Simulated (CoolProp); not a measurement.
Properties of C2F6 (R116) along the isobar 11 MPa (Tc = 293.0 K, pc = 3.048 MPa, ω = 0.257).

The numbers come from the reference Helmholtz-energy equation of state, Lemmon 2006 in CoolProp. It is a short technical equation, of lower accuracy than the large ones.

| T (K) | phase | density (kg/m³) | cp (kJ/(kg K)) | isothermal compressibility (1/MPa) | viscosity (µPa s) | Prandtl number |
|---|---|---|---|---|---|---|
| 189.1 | liquid | 1673 | 0.9037 | 0.002071 | 580 | 6.28 |
| 210.5 | liquid | 1591 | 0.9443 | 0.002820 | 401 | 4.99 |
| 232 | liquid | 1503 | 0.9896 | 0.003970 | 293 | 4.21 |
| 253.4 | liquid | 1409 | 1.040 | 0.005816 | 220 | 3.67 |
| 274.9 | liquid | 1305 | 1.095 | 0.008990 | 167 | 3.26 |
| 296.3 | supercritical | 1190 | 1.156 | 0.01468 | 126 | 2.92 |
| 317.8 | supercritical | 1061 | 1.217 | 0.02504 | 95.2 | 2.59 |
| 339.2 | supercritical | 923.1 | 1.263 | 0.04180 | 72.0 | 2.26 |
| 360.7 | supercritical | 787.9 | 1.269 | 0.06216 | 56.2 | 1.93 |
| 382.1 | supercritical | 673.1 | 1.236 | 0.07761 | 46.6 | 1.66 |
| 403.6 | supercritical | 584.3 | 1.193 | 0.08516 | 41.2 | 1.46 |
| 425 | supercritical | 518.1 | 1.160 | 0.08771 | 38.2 | 1.34 |

Viscosity comes from a separate model (Huber 2003), an estimate that may be off by 10 % or more. Thermal conductivity comes from a separate model (Huber 2003), an estimate that may be off by 10 % or more.
